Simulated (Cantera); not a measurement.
Thermodynamics of silicon oxide and oxynitride deposition, feed Si₂H₆ + CO₂ + N₂

Input: 1 mol Si₂H₆, 13 mol CO₂, 190 mol N₂, at 0.100 bar.

Cantera equilibrium calculation (NASA polynomials, part measured and part estimated; ideal gas, pure solids and liquids). Candidate condensed phases: C, C₆H₆, C₇H₈, C₈H₁₈, H₂O, Si, SiC, SiO₂, Si₂N₂O, Si₃N₄; 151 gas species. The feed counts by its element totals alone. The tables hold silica as quartz up to 1696 K and as liquid above; real silica turns to tridymite and cristobalite and melts near 1996 K. Equilibrium is a limit: real reactors are often held back by kinetics, nucleation or transport.

| T (K) | log p N₂ | log p CO₂ | log p CO | log p H₂O | log p H₂ | n SiO₂(β-quartz) | n SiO₂(condensed) |
|---|---|---|---|---|---|---|---|
| 1523 | -1.04 | -2.48 | -2.52 | -2.96 | -3.43 | 2.00 | 0 |
| 1548 | -1.04 | -2.48 | -2.52 | -2.96 | -3.44 | 2.00 | 0 |
| 1573 | -1.04 | -2.49 | -2.52 | -2.96 | -3.45 | 2.00 | 0 |
| 1598 | -1.04 | -2.49 | -2.52 | -2.95 | -3.46 | 2.00 | 0 |
| 1623 | -1.04 | -2.49 | -2.51 | -2.95 | -3.47 | 2.00 | 0 |
| 1648 | -1.04 | -2.49 | -2.51 | -2.95 | -3.48 | 2.00 | 0 |
| 1673 | -1.04 | -2.49 | -2.51 | -2.95 | -3.49 | 2.00 | 0 |
| 1698 | -1.04 | -2.49 | -2.51 | -2.94 | -3.50 | 0 | 2.00 |
| 1723 | -1.04 | -2.49 | -2.51 | -2.94 | -3.51 | 0 | 2.00 |
| 1748 | -1.04 | -2.49 | -2.51 | -2.94 | -3.52 | 0 | 2.00 |
| 1773 | -1.04 | -2.49 | -2.51 | -2.94 | -3.52 | 0 | 2.00 |
| 1798 | -1.04 | -2.49 | -2.51 | -2.94 | -3.53 | 0 | 2.00 |
| 1823 | -1.04 | -2.49 | -2.51 | -2.93 | -3.54 | 0 | 2.00 |
| 1848 | -1.04 | -2.50 | -2.51 | -2.93 | -3.55 | 0 | 2.00 |
log p: log10 of the partial pressure in bar; n: condensed amount in mol.

From 1523 K to 1673 K the condensed part is SiO₂(β-quartz). From 1698 K to 1848 K the condensed part is SiO₂(condensed). The main Si-bearing gas is SiO throughout.
